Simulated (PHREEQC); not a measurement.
# Metal-bearing waste water: speciation

A solution holds 0.006 mol Al2(SO4)3 and 0.018 mol CaCl2 per kg of water, at 25 °C and 10 atm. Closed to the air; pH follows from the charge balance.

Computed with PHREEQC (ion-association model, phreeqc.dat).

Each row changes one thing in this solution. This is a speciation only: nothing precipitates in the calculation.

```json
[
 {"case": "as made", "pH": "3.95", "ionic strength (mol/kgw)": "0.0828", "AlSO4+ (mol/kgw)": "0.00745", "SO4-2 (mol/kgw)": "0.00649", "Al+3 (mol/kgw)": "0.00377", "Al(SO4)2- (mol/kgw)": "0.000610", "SI of Gibbsite (Al(OH)3)": "+0.61"},
 {"case": "Al2(SO4)3 from 0.006 to 0.012 mol/kgw", "pH": "3.92", "ionic strength (mol/kgw)": "0.103", "AlSO4+ (mol/kgw)": "0.0162", "SO4-2 (mol/kgw)": "0.0114", "Al+3 (mol/kgw)": "0.00541", "Al(SO4)2- (mol/kgw)": "0.00217", "SI of Gibbsite (Al(OH)3)": "+0.61"},
 {"case": "Al2(SO4)3 from 0.006 to 0.06 mol/kgw", "pH": "3.84", "ionic strength (mol/kgw)": "0.235", "AlSO4+ (mol/kgw)": "0.0787", "SO4-2 (mol/kgw)": "0.0398", "Al+3 (mol/kgw)": "0.0135", "Al(SO4)2- (mol/kgw)": "0.0274", "SI of Gibbsite (Al(OH)3)": "+0.62"},
 {"case": "temperature from 25 to 15 °C", "pH": "4.08", "ionic strength (mol/kgw)": "0.0841", "AlSO4+ (mol/kgw)": "0.00730", "SO4-2 (mol/kgw)": "0.00674", "Al+3 (mol/kgw)": "0.00398", "Al(SO4)2- (mol/kgw)": "0.000596", "SI of Gibbsite (Al(OH)3)": "+0.45"},
 {"case": "CaCl2 left out", "pH": "4.05", "ionic strength (mol/kgw)": "0.0287", "AlSO4+ (mol/kgw)": "0.00874", "SO4-2 (mol/kgw)": "0.00710", "Al+3 (mol/kgw)": "0.00206", "Al(SO4)2- (mol/kgw)": "0.00106", "SI of Gibbsite (Al(OH)3)": "+0.82"},
 {"case": "0.0021 mol/kgw MnSO4 added", "pH": "3.98", "ionic strength (mol/kgw)": "0.0862", "AlSO4+ (mol/kgw)": "0.00767", "SO4-2 (mol/kgw)": "0.00751", "Al+3 (mol/kgw)": "0.00345", "Al(SO4)2- (mol/kgw)": "0.000717", "SI of Gibbsite (Al(OH)3)": "+0.64"},
 {"case": "CaCl2 from 0.018 to 0.0162 mol/kgw", "pH": "3.96", "ionic strength (mol/kgw)": "0.0772", "AlSO4+ (mol/kgw)": "0.00756", "SO4-2 (mol/kgw)": "0.00651", "Al+3 (mol/kgw)": "0.00364", "Al(SO4)2- (mol/kgw)": "0.000634", "SI of Gibbsite (Al(OH)3)": "+0.62"},
 {"case": "temperature from 25 to 40 °C", "pH": "3.77", "ionic strength (mol/kgw)": "0.0811", "AlSO4+ (mol/kgw)": "0.00761", "SO4-2 (mol/kgw)": "0.00619", "Al+3 (mol/kgw)": "0.00350", "Al(SO4)2- (mol/kgw)": "0.000625", "SI of Gibbsite (Al(OH)3)": "+0.81"}
]
```

Some of these states are supersaturated (in Gibbsite (slow to form), Gypsum, for instance). Away from 25 °C the constants follow the database's enthalpies or fits; those with neither stay at their 25 °C values.
